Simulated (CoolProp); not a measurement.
Model: reference Helmholtz-energy equation of state, Smukala 2000, in CoolProp.

**Question.** For ethylene, give the phase and the density (kg/m³), cv (kJ/(kg K)), speed of sound (m/s), Joule-Thomson coefficient (K/MPa) at 159.1 K and 21 bar.

**Answer.** 
- 159.1 K and 21 bar: liquid; density 584, cv 1.40, speed of sound 1400, Joule-Thomson coefficient -0.448
